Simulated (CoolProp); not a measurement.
Vapour-liquid equilibrium of propylene (1) + R115 (2) at -31.75 °C; x and y are mole fractions of (1).

Values from CoolProp's multi-fluid Helmholtz-energy mixture model, Lemmon 2013 and Lemmon 2016; pair parameters Bell 2016.

| x | bubble pressure, mixture model (bar) | bubble pressure, Raoult's law (bar) | y, mixture model | y, Raoult's law |
|---|---|---|---|---|
| 0.05 | 1.528 | 1.427 | 0.125 | 0.069 |
| 0.125 | 1.701 | 1.471 | 0.267 | 0.168 |
| 0.2 | 1.844 | 1.514 | 0.370 | 0.261 |
| 0.275 | 1.959 | 1.557 | 0.448 | 0.349 |
| 0.35 | 2.047 | 1.601 | 0.509 | 0.432 |
| 0.425 | 2.113 | 1.644 | 0.559 | 0.511 |
| 0.5 | 2.160 | 1.688 | 0.601 | 0.586 |
| 0.575 | 2.191 | 1.731 | 0.639 | 0.657 |
| 0.65 | 2.209 | 1.775 | 0.676 | 0.724 |
| 0.725 | 2.212 | 1.818 | 0.716 | 0.789 |
| 0.8 | 2.198 | 1.862 | 0.762 | 0.850 |
| 0.875 | 2.157 | 1.905 | 0.823 | 0.908 |
| 0.95 | 2.072 | 1.949 | 0.912 | 0.964 |

The largest gap from Raoult's law is +28.5 % in bubble pressure, at x = 0.425. y crosses x between x = 0.65 and 0.725: the model has an azeotrope there.

The pair parameters rest on a limited set of measurements; away from them the model extrapolates.
